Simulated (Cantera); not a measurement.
An adiabatic, constant-volume homogeneous reactor starts with 12.0 % CH₃OH, 18.5 % O₂, 69.5 % N₂, at 1675 K and 1.00 bar.

Detailed kinetics in Cantera: GRI-Mech 3.0 (53 species, 325 reactions). GRI-Mech 3.0 was tuned for natural gas; its chemistry of methanol as a main component is partial and can be far from experiment.

Predict: time of steepest temperature rise; temperature at 5.00 s; equilibrium temperature; x(O₂) at 5.00 s; x(HO₂) at 5.00 s; x(NO) at 5.00 s.


```json
{
 "time_of_steepest_temperature_rise": "49.1 µs",
 "temperature at 5.00 s": "2912 K",
 "equilibrium_temperature": "2912 K",
 "x(O₂) at 5.00 s": "0.0281 (gas-phase equilibrium 0.0281)",
 "x(HO₂) at 5.00 s": "1.22e-5 (gas-phase equilibrium 1.22e-5)",
 "x(NO) at 5.00 s": "0.0138 (gas-phase equilibrium 0.0138)"
}
```
